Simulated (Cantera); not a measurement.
Cantera run:

```python
import numpy as np
import cantera as ct

gas_names = """
    C CO CO2 C2 C2O C3 C3O2 C4 C5 Mg MgO Mg2 O O2 O3
""".split()
cond_names = """
    C(gr) Mg(cr) Mg(L) MgCO3(s) MgO(s) MgO(L)
""".split()


# ... load() reads the species with a 1 bar reference pressure and builds the phases ...
atoms = {
    'MgCO3': {'Mg': 1, 'C': 1, 'O': 3},
    'O2': {'O': 2},
}
top_T = {'C(gr)': 4500}  # K; cautious upper limits of use, not melting points


# ... equilibrate(T, P, feed) seeds the gas with the atoms and calls Mixture.equilibrate('TP', solver="vcs", rtol=1e-11, max_steps=5000) ...
results = []
feed = {'MgCO3': 1, 'O2': 2.2}  # mol
T = 898  # K
P = 130000  # Pa
mix = equilibrate(T, P, feed)
results.append((T, P, feed, dict(zip(mix.species_names, mix.species_moles))))
x = sorted(zip(gas.X, gas.species_names), reverse=True)
print(f"T = {T:g} K  P = {P:g} Pa  gas = {mix.phase_moles(0):.4g} mol")
print("   x: " + "  ".join(f"{s} {v:.3e}" for v, s in x if v > 1e-06))
print("   condensed (mol): " + ("  ".join(f"{mix.phase(i).name} {mix.phase_moles(i):.4g}"
      for i in range(1, mix.n_phases) if mix.phase_moles(i) > 1e-12) or "none"))
```

Result:

```
T = 898 K  P = 130000 Pa  gas = 3.2 mol
   x: O2 6.875e-01  CO2 3.125e-01
   condensed (mol): MgO(s) 1
```

These are equilibrium values from Cantera (NASA tables, ideal gas, pure condensed phases), not measurements of a reactor.
